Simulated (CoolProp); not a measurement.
Vapour-liquid equilibrium of ethane (1) + C3F8 (R218) (2) at -50.85 °C; x and y are mole fractions of (1).

The numbers come from the multi-fluid Helmholtz-energy mixture model, Bücker 2006 and Lemmon 2006; pair parameters Bell 2016 in CoolProp.

Problem. Give the bubble pressure and the first vapour's composition at x = 0.05, 0.125, 0.65. Is there an azeotrope?

Solution. x = 0.05: 1.087 bar, y = 0.541; x = 0.125: 1.909 bar, y = 0.750; x = 0.65: 4.451 bar, y = 0.922. No azeotrope shows between x = 0.05 and 0.95.

Pair parameters are fitted to limited data, so mixtures are less certain than the pure fluids. With so large a gap from Raoult's law the liquid may split in two, which this calculation doesn't test in full.
